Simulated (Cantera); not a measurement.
An isothermal, constant-pressure homogeneous reactor starts with C₂H₄ : H₂ = 1 : 18 (molar parts), at 1975 K and 10.00 Torr.

Model: GRI-Mech 3.0 (53 species, 325 reactions), integrated in Cantera. GRI-Mech 3.0 was tuned for natural gas; its chemistry of ethylene as a main component is partial and can be far from experiment. GRI-Mech 3.0 stops at C3 and has no aromatics, soot or wall deposition, so with more carbon than oxygen in the feed, carbon stays in small species such as C2H2 where larger ones or solid carbon would form. Radical loss at walls, strong at low pressure, is not modelled.

One state of this run: x C₂H₄ = 0.000105; x H₂ = 0.949; x H = 0.000562; x C₂H₆ = 8.62e-11; x CH₄ = 9.37e-6; x C₂H₂ = 0.0499. x: mole fraction; the columns are a selection and need not sum to one.

Problem. Which value of t (s) does it belong to?
A) 1.78
B) 0.159
C) 0.0141
D) 0.000112

Solution. C, 0.0141
